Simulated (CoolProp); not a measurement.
Vapour-liquid equilibrium of n-pentane (1) + toluene (2) at 2.39 bar; x and y are mole fractions of (1).

The numbers come from the multi-fluid Helmholtz-energy mixture model, Thol 2019 and Lemmon 2006; pair parameters Bell 2016 in CoolProp.

Problem. Give the bubble temperature and the first vapour's composition at x = 0.35, 0.65, 0.8. Is there an azeotrope?

Solution. x = 0.35: 365.8 K, y = 0.816; x = 0.65: 349.5 K, y = 0.932; x = 0.8: 343.7 K, y = 0.965. No azeotrope shows between x = 0.05 and 0.95.

The pair parameters rest on a limited set of measurements; away from them the model extrapolates.
